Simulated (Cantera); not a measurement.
Equilibrium for aluminium and copper etching: Cu + F2 + N2

Input: 1 mol Cu, 2.4 mol F2, 0.18 mol N2, held at 1.20 Pa.

Equilibrium computed with Cantera from the NASA thermochemical tables; the gas is ideal and each condensed phase is pure. Candidate condensed phases: Cu, CuF2; 11 gas species. Kinetics and transport are ignored.

From 800 K to 950 K the condensed part is CuF2(s). From 1000 K to 1450 K nothing is condensed. The main Cu-bearing gas is CuF2 throughout.

```tsv
T (K)	x F	x CuF2	x F2	x N2	x CuF	x NF3	x Cu	n CuF2(s)
800	0.816	0.000450	0.116	0.0674	<1e-12	2.49e-6	<1e-12	0.999
850	0.900	0.00442	0.0331	0.0621	2.45e-12	1.15e-7	<1e-12	0.987
900	0.899	0.0333	0.00907	0.0589	2.60e-10	5.79e-9	<1e-12	0.898
950	0.749	0.201	0.00198	0.0484	2.00e-8	2.15e-10	<1e-12	0.253
1000	0.703	0.251	0.000615	0.0453	2.24e-7	1.59e-11	<1e-12	0
1050	0.703	0.251	0.000240	0.0452	1.54e-6	1.85e-12	<1e-12	0
1100	0.703	0.251	0.000101	0.0452	8.88e-6	<1e-12	<1e-12	0
1150	0.703	0.251	4.62e-5	0.0452	4.40e-5	<1e-12	<1e-12	0
1200	0.704	0.251	2.25e-5	0.0452	0.000191	<1e-12	1.14e-12	0
1250	0.704	0.250	1.15e-5	0.0452	0.000733	<1e-12	2.51e-11	0
1300	0.704	0.248	6.25e-6	0.0451	0.00253	<1e-12	4.33e-10	0
1350	0.706	0.242	3.55e-6	0.0449	0.00779	<1e-12	5.92e-9	0
1400	0.710	0.225	2.11e-6	0.0443	0.0211	<1e-12	6.37e-8	0
1450	0.718	0.191	1.32e-6	0.0431	0.0481	<1e-12	5.22e-7	0
```
x: gas mole fraction; n: condensed amount in mol.
